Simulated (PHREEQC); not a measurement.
Make-up at 25 °C: 0.094 mol/kgw Cu(NO3)2 and 0.00018 mol/kgw FeCl3. Closed to the air; pH follows from the charge balance.

Model: ion-association model, wateq4f.dat, run in PHREEQC.

No solid was allowed to form.

Order these Fe species by the share of Fe that they hold, largest first: Fe(OH)2+, Fe3(OH)4+5, Fe+3, Fe2(OH)2+4, FeOH+2.

FeOH+2 (57 %), Fe(OH)2+ (35 %), Fe+3 (4.0 %), Fe2(OH)2+4 (3.0 %), Fe3(OH)4+5 (0.70 %)

The pH is 3.72 and the ionic strength 0.283 mol/kgw. Examples of supersaturated solids here: Fe(OH)3(a), Hematite (slow to form). Others may be too.
